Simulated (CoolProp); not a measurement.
Propane at 350.83 K and 4.52 MPa flows at 21 m/s in a round tube of 12.7 mm bore and 1.5 µm roughness, fully developed (64/Re and Nu = 3.66 if laminar; Colebrook and Gnielinski if turbulent). Each further row changes one setting.

Values from CoolProp's reference Helmholtz-energy equation of state, Lemmon 2009.

| case | Reynolds number | Darcy friction factor | pressure drop (Pa/m) | heat-transfer coefficient (W/(m² K)) | mass flow (kg/h) |
|---|---|---|---|---|---|
| as stated | 1880000 | 0.0131 | 91800 | 33100 | 3850 |
| velocity 42 m/s | 3750000 | 0.0128 | 357000 | 64700 | 7710 |
| diameter 25.4 mm | 3750000 | 0.0115 | 40300 | 29700 | 15400 |

Viscosity comes from a separate model (Vogel 1998). Thermal conductivity comes from a separate model (Marsh 2002).
